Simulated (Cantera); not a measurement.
Charge: 1 mol SiCl4, 9.3 mol H2, held at 1648 K and 5.40 bar.

Method: chemical equilibrium by Gibbs-energy minimisation in Cantera with the NASA 1993 tables (ideal gas, pure condensed phases). Candidate condensed phases: Si; 19 gas species. The tables' values for SiCl3 are old estimates; treat these amounts as uncertain. The numbers say what is thermodynamically allowed, not how fast it happens.

Base state: H2 0.780, HCl 0.128, SiCl2 0.0467, SiCl3 0.0165, SiHCl3 0.0131, SiCl4 0.0129, SiH2Cl2 0.00228, SiH3Cl 0.000119 (mole fractions); condensed: gas only.

Task: What changes in the equilibrium state with this change: temperature from 1648 K to 650 K?

Result: 
```tsv
species	before	after
H2	0.780	0.900
SiCl4	0.0129	0.0945
HCl	0.128	0.00263
SiCl2	0.0467	<1e-9
SiCl3	0.0165	1.98e-8
SiHCl3	0.0131	0.00262
SiH3Cl	0.000119	1.40e-9
H	3.38e-5	<1e-9
SiH2Cl2	0.00228	4.23e-6
```
